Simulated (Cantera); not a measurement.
## Stirred combustor or abatement burner

A perfectly stirred reactor is fed with 15.2 % CH4, 17.9 % O2, 67.0 % N2, equivalence ratio 1.7, at 1.00 bar; it is adiabatic with a 800 K inlet, and is followed from long to short residence time, starting on the burning branch (τ in s: 0.056, 0.03, 0.016, 0.0084, 0.0044, 0.0024, 0.0013, 0.00067, 0.00035, 0.00019, 0.0001, 5.3e-05).

Computed with Cantera and GRI-Mech 3.0 (53 species, 325 reactions).

```tsv
τ (s)	T (K)	x CH4	x O2	x H	x HCO	x H2O	x CH2O
0.056	2133	0.000419	0.000102	0.00177	1.46e-7	0.155	2.86e-6
0.030	2133	0.000651	0.000179	0.00185	2.22e-7	0.155	4.83e-6
0.016	2133	0.000967	0.000313	0.00197	3.55e-7	0.156	7.98e-6
0.0084	2131	0.00138	0.000547	0.00211	5.87e-7	0.157	1.30e-5
0.0044	2128	0.00188	0.000948	0.00229	9.88e-7	0.159	2.09e-5
0.0024	2123	0.00245	0.00158	0.00247	1.62e-6	0.160	3.22e-5
0.0013	2113	0.00322	0.00265	0.00265	2.69e-6	0.161	4.96e-5
0.00067	2093	0.00444	0.00474	0.00279	4.65e-6	0.162	8.04e-5
0.00035	2053	0.00668	0.00898	0.00272	7.99e-6	0.162	0.000137
0.00019	800	0.152	0.179	<1e-12	<1e-12	<1e-12	<1e-12
0.00010	800	0.152	0.179	<1e-12	<1e-12	<1e-12	<1e-12
5.3e-5	800	0.152	0.179	<1e-12	<1e-12	<1e-12	<1e-12
```
x: mole fraction; the columns are a selection and need not sum to one.
